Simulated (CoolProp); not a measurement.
Toluene at several states: Z from the reference equation and from simpler models built on Tc = 591.7 K, pc = 4.126 MPa, ω = 0.266; each cubic takes its own stable root.

Values from CoolProp's reference Helmholtz-energy equation of state, Lemmon 2006. It is a short technical equation, of lower accuracy than the large ones.

| T (K) | p (MPa) | phase | reference | van der Waals | Soave-Redlich-Kwong | Peng-Robinson |
|---|---|---|---|---|---|---|
| 234 | 5.18 | liquid | 0.2654 | 0.4542 | 0.3032 | 0.2705 |
| 334.6 | 0.0384 | liquid | 0.001536 | 0.9897 | 0.001717 | 0.001524 |
| 513.9 | 9.1 | liquid | 0.3011 | 0.4685 | 0.3387 | 0.3007 |
| 367.8 | 10.2 | liquid | 0.3807 | 0.6228 | 0.4219 | 0.3749 |
| 245.1 | 1.07 | liquid | 0.05305 | 0.09111 | 0.06039 | 0.05383 |
| 454.5 | 0.233 | gas | 0.9478 | 0.9679 | 0.9543 | 0.9516 |

At some of these states van der Waals gives the other phase, because its saturation line lies elsewhere.
